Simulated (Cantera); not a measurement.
## Adiabatic ignition

An adiabatic, constant-volume homogeneous reactor starts with 2.96 % CH4, 3.84 % H2, 19.6 % O2, 73.6 % N2, at 1675 K and 1.01 bar.

Computed with Cantera and GRI-Mech 3.0 (53 species, 325 reactions).

```tsv
t (s)	T (K)	P (bar)	x CH4	x H2	x O2	x CH2	x C2H2	x CH2O	x H2O
5.00e-6	1675	1.01	0.0296	0.0384	0.196	1.06e-10	<1e-12	2.32e-7	9.08e-6
1.82e-5	1676	1.01	0.0290	0.0381	0.195	1.82e-7	2.04e-9	3.99e-5	0.000629
6.60e-5	2345	1.43	<1e-12	0.00518	0.112	<1e-12	<1e-12	1.38e-11	0.0788
0.000240	2585	1.55	<1e-12	0.00215	0.114	<1e-12	<1e-12	5.04e-12	0.0881
0.000871	2594	1.56	<1e-12	0.00197	0.114	<1e-12	<1e-12	4.56e-12	0.0888
0.00316	2584	1.55	<1e-12	0.00191	0.111	<1e-12	<1e-12	4.28e-12	0.0892
0.0115	2570	1.54	<1e-12	0.00184	0.107	<1e-12	<1e-12	3.93e-12	0.0897
0.0417	2568	1.54	<1e-12	0.00183	0.107	<1e-12	<1e-12	3.87e-12	0.0897
0.152	2568	1.54	<1e-12	0.00183	0.107	<1e-12	<1e-12	3.87e-12	0.0897
0.551	2568	1.54	<1e-12	0.00183	0.107	<1e-12	<1e-12	3.87e-12	0.0897
2.00	2568	1.54	<1e-12	0.00183	0.107	<1e-12	<1e-12	3.87e-12	0.0897
```
x: mole fraction; the columns are a selection and need not sum to one.

```yaml
time_of_steepest_temperature_rise: 33.2 µs
temperature at 2.00 s: 2568 K
equilibrium_temperature: 2568 K
x(CH4) at 2.00 s: <1e-12 (gas-phase equilibrium <1e-12)
x(H2) at 2.00 s: 0.00183 (gas-phase equilibrium 0.00183)
x(O2) at 2.00 s: 0.107 (gas-phase equilibrium 0.107)
```
